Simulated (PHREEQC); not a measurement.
Model water analysis in mg/kgw, 25 °C, pH 5.69, pe -1.3:

| constituent | mg/kgw |
|---|---|
| Na | 0.0286 |
| K | 0.00129 |
| Ca | 0.0447 |
| Mg | 0.00182 |
| Cl | 0.075 |
| S(6) as SO4 | 0.0339 |
| Alkalinity as HCO3 | 0.0522 |
| Li | 0.000302 |
| Si as SiO2 | 0.000104 |
| Br | 0.00163 |

Na is adjusted to close the charge balance.
Valence states are taken as typed.

Model: ion-association model, phreeqc.dat, run in PHREEQC.

Precipitation was switched off in this run.

### Question
What ionic strength does the model give?

### Answer
ionic strength 7.29e-6 mol/kgw.

### Question
In which forms is C present?

### Answer
CO2 82 %, HCO3- 18 % of the C.

Complexes and solids missing from the database can't appear.
